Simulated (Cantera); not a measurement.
Charge: 1 mol SrCl₂, 0.13 mol N₂, 34 mol H₂, held at 1775 K.

Method: chemical equilibrium by Gibbs-energy minimisation in Cantera with the NASA 1993 tables (ideal gas, pure condensed phases). Candidate condensed phases: NH₄Cl, Sr, SrCl₂; 15 gas species. Rates play no part.

Q: Which condensed phases are stable at each of these points (P (Pa)): 0.100, 0.460, 2.20, 10, 46, 220, 1000, 4600, 22000, 100000?

A: 
```csv
P (Pa),condensed phases,Sr condensed (%)
0.100,gas only,0.0
0.460,gas only,0.0
2.20,gas only,0.0
10,gas only,0.0
46,gas only,0.0
220,gas only,0.0
1000,gas only,0.0
4600,gas only,0.0
22000,gas only,0.0
100000,SrCl₂(l),47.6
```

From 1.00e-6 bar to 0.220 bar nothing is condensed. At 1.00 bar the condensed part is SrCl₂(l).
